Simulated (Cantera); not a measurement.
MgCO3 + SO3 + CO2 (roasting and sulfation)

Feed: 1 mol MgCO3, 0.056 mol SO3, 0.046 mol CO2, at 1450 K and 0.0133 bar.

Method: chemical equilibrium by Gibbs-energy minimisation in Cantera with the NASA 1993 tables (ideal gas, pure condensed phases). Candidate condensed phases: C, Mg, MgCO3, MgO, MgS, MgSO4, S; 26 gas species. Kinetics and transport are ignored.

```yaml
x(CO2): 0.926
x(SO2): 0.0495
x(O2): 0.0248
x(CO): 0.000115
x(SO3): 4.38e-5
x(O): 2.74e-6
n(MgO(s)): 1.00 mol
gas_amount: 1.130 mol
log10 activity of S(l) (absent): -10.07
log10 activity of C(graphite) (absent): -12.70
log10 activity of Mg(l) (absent): -14.15
```
